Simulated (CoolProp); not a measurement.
Carbon monoxide along the isobar 15.5 bar: density (kg/m³) from the reference equation and from simpler models built on Tc = 132.9 K, pc = 34.98 bar, ω = 0.050; each cubic takes its own stable root.

Model: reference Helmholtz-energy equation of state, Lemmon 2006, in CoolProp. It is a short technical equation, of lower accuracy than the large ones.

```csv
T (K),phase,reference
94.4,liquid,738.6
100.2,liquid,709.1
106.1,liquid,675.8
111.9,liquid,638.2
117.8,gas,60.75
123.6,gas,54.14
129.5,gas,49.38
135.3,gas,45.75
141.2,gas,42.73
147,gas,40.23
152.9,gas,38.04
158.7,gas,36.16
164.6,gas,34.46
170.4,gas,32.97
176.3,gas,31.59
182.1,gas,30.37
```

**Question.** How far does each simpler model (Redlich-Kwong, Soave-Redlich-Kwong) lie from the reference over these 16 states: mean and median of the absolute difference, and the worst?

**Answer.** 
- Redlich-Kwong: mean 0.9 %, median 0.3 %, worst -5.0 % at 111.9 K and 15.5 bar
- Soave-Redlich-Kwong: mean 0.8 %, median 0.2 %, worst -4.6 % at 111.9 K and 15.5 bar
